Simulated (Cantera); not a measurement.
Feed: 1 mol Fe₂O₃, 0.024 mol H₂O, 0.14 mol H₂, equilibrated at 10.0 mbar.

Equilibrium computed with Cantera from the NASA thermochemical tables; the gas is ideal and each condensed phase is pure. Candidate condensed phases: Fe, FeO, Fe(OH)₂, Fe(OH)₃, Fe₂O₃, Fe₃O₄, H₂O; 12 gas species. Mutual solubility and eutectic melting of coexisting phases are not modelled. Equilibrium is a limit: real reactors are often held back by kinetics, nucleation or transport.

Task: Which condensed phases are stable at each of these points (T (K)): 798, 948, 1098, 1248, 1398, 1548, 1698?

Result: 
```
T (K)     condensed phases  Fe condensed (%)
-----  -------------------  ----------------
798    Fe₂O₃(s) + Fe₃O₄(s)             100.0
948    Fe₂O₃(s) + Fe₃O₄(s)             100.0
1098   Fe₂O₃(s) + Fe₃O₄(s)             100.0
1248   Fe₂O₃(s) + Fe₃O₄(s)             100.0
1398   Fe₂O₃(s) + Fe₃O₄(s)             100.0
1548              Fe₃O₄(s)             100.0
1698              Fe₃O₄(s)             100.0
```

From 798 K to 1398 K the condensed part is Fe₂O₃(s) + Fe₃O₄(s). From 1548 K to 1698 K the condensed part is Fe₃O₄(s).
